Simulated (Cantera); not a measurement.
Input: 1 mol Si2Cl6, 2.1 mol HCl, 210 mol H2, equilibrated at 1.80 bar.

These are equilibrium values from Cantera (NASA tables, ideal gas, pure condensed phases), not measurements of a reactor. Candidate condensed phases: Si; 19 gas species. The feed counts by its element totals alone. Gases not in the tables: Si2H6 and higher silanes. Equilibrium is a limit: real reactors are often held back by kinetics, nucleation or transport.

Q: Which condensed phases are stable at each of these points (T (°C)): 1077, 1127, 1177, 1227, 1277, 1327, 1377, 1427, 1477?

A: 
| T (°C) | condensed phases | Si condensed (%) |
|---|---|---|
| 1077 | Si(s) | 49.5 |
| 1127 | Si(s) | 54.6 |
| 1177 | Si(s) | 57.8 |
| 1227 | Si(s) | 59.6 |
| 1277 | Si(s) | 60.4 |
| 1327 | Si(s) | 60.7 |
| 1377 | Si(s) | 60.6 |
| 1427 | Si(l) | 60.8 |
| 1477 | Si(l) | 63.0 |

From 1077 °C to 1377 °C the condensed part is Si(s). From 1427 °C to 1477 °C the condensed part is Si(l).
